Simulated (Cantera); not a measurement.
Feed: 1 mol MgO, 1.8 mol O2, 0.34 mol H2O, at 1298.15 K and 10.0 mbar.

Cantera equilibrium calculation (NASA polynomials, part measured and part estimated; ideal gas, pure solids and liquids). Candidate condensed phases: H2O, Mg, MgO, Mg(OH)2; 15 gas species. The numbers say what is thermodynamically allowed, not how fast it happens.

Task: What is the equilibrium state?

Result: 
| Item | Result |
|---|---|
| x(O2) | 0.841 |
| x(H2O) | 0.159 |
| x(OH) | 5.79e-5 |
| x(O) | 1.57e-6 |
| n(MgO(s)) | 1.00 mol |
| gas amount | 2.140 mol |
| log10 activity of Mg(l) (absent) | -17.42 |
